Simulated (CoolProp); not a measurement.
A Linde-Hampson liquefier for nitrogen: isothermal reversible compression at 290 K from 1 atm to 10 MPa, throttling to 1 atm, return gas leaving the recuperator 5 K below the feed. Each further row changes one setting.

The numbers come from the reference Helmholtz-energy equation of state, Span 2000 in CoolProp.

```tsv
case	liquid yield per pass	compression work (kJ/kg of gas)
as stated	(withheld)	394
high pressure 20 MPa	(withheld)	(withheld)
warm-end temperature 320 K	0.025	(withheld)
warm-end gap 10 K	0.025	394
```

Question: Complete the blanks.

Answer: 
- as stated, liquid yield per pass: 0.038
- high pressure 20 MPa, liquid yield per pass: 0.071
- high pressure 20 MPa, compression work (kJ/kg of gas): 455
- warm-end temperature 320 K, compression work (kJ/kg of gas): 437
